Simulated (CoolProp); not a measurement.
Vapour-liquid equilibrium of R134a (1) + R227EA (2) at -63.25 °C; x and y are mole fractions of (1).

The numbers come from the multi-fluid Helmholtz-energy mixture model, Tillner-Roth 1994 and Lemmon 2016; pair parameters Bell 2016 in CoolProp.

**Question.** Give the bubble pressure and the first vapour's composition at x = 0.05, 0.2, 0.35. Is there an azeotrope?

**Answer.** x = 0.05: 0.008027 MPa, y = 0.099; x = 0.2: 0.009154 MPa, y = 0.329; x = 0.35: 0.01011 MPa, y = 0.496. No azeotrope shows between x = 0.05 and 0.95.

Pair parameters are fitted to limited data, so mixtures are less certain than the pure fluids.
